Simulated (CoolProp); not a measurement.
Computed with CoolProp (reference Helmholtz-energy equation of state, Lemmon 2013).

Problem. For propylene, give the phase and the cp (kJ/(kg K)), cv (kJ/(kg K)), speed of sound (m/s) at 414.9 K and 2.03 MPa; 425.7 K and 0.0331 MPa; 463.1 K and 16.2 MPa.

Solution. 
- 414.9 K and 2.03 MPa: gas; cp 2.13, cv 1.80, speed of sound 277
- 425.7 K and 0.0331 MPa: gas; cp 2.01, cv 1.81, speed of sound 305
- 463.1 K and 16.2 MPa: supercritical; cp 3.24, cv 2.06, speed of sound 344
